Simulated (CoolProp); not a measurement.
A single-stage vapour-compression cycle with R113: evaporating at 271.15 K (dew point), condensing at 329.15 K (bubble point), superheat 2 K, subcooling 2 K, compressor efficiency 0.6, no pressure losses. Each further row changes one setting.

Values from CoolProp's reference Helmholtz-energy equation of state, Marx 1992.

| case | cooling COP | pressure ratio | discharge temperature (K) | refrigerating effect (kJ/kg) | volumetric capacity (kJ/m³) |
|---|---|---|---|---|---|
| as stated | 2.25 | 9.74 | 349.1 | 109 | 124 |
| evaporating temperature 276.15 K | 2.56 | 7.65 | 346.6 | 112 | 159 |
| condensing temperature 324.15 K | 2.53 | 8.31 | 343.7 | 114 | 129 |
| subcooling 7 K | 2.34 | 9.74 | 349.1 | 114 | 129 |
| superheat 12 K | 2.28 | 9.74 | 360.6 | 115 | 126 |
| compressor efficiency 0.5 | 1.87 | 9.74 | 362.6 | 109 | 124 |
